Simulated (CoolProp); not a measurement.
A simple Rankine cycle with cyclohexane: condensing at 303.15 K, boiler at 1.55 MPa, turbine inlet 484 K, turbine efficiency 0.85, pump efficiency 0.7, no recuperator. Each further row changes one setting.

Computed with CoolProp (reference Helmholtz-energy equation of state, Zhou 2014).

| case | thermal efficiency (%) | net work (kJ/kg) | heat in (kJ/kg) | turbine exit temperature (K) | volume ratio over the turbine |
|---|---|---|---|---|---|
| as stated | 22.4 | ? | 663 | 385.9 | 102 |
| turbine inlet 504 K | 22.2 | 159 | 714 | 408.9 | 97.8 |
| condensing temperature 295.15 K | 23.6 | 160 | ? | 379.4 | ? |
| boiler pressure 1.08 MPa | 21.1 | 144 | 680 | 398.4 | 64.9 |
| turbine efficiency 0.75 | 19.7 | 131 | 663 | 396.2 | 104 |

Problem. Some entries are withheld; supply them.

Solution. 
- as stated, net work (kJ/kg): 149
- condensing temperature 295.15 K, heat in (kJ/kg): 678
- condensing temperature 295.15 K, volume ratio over the turbine: 143
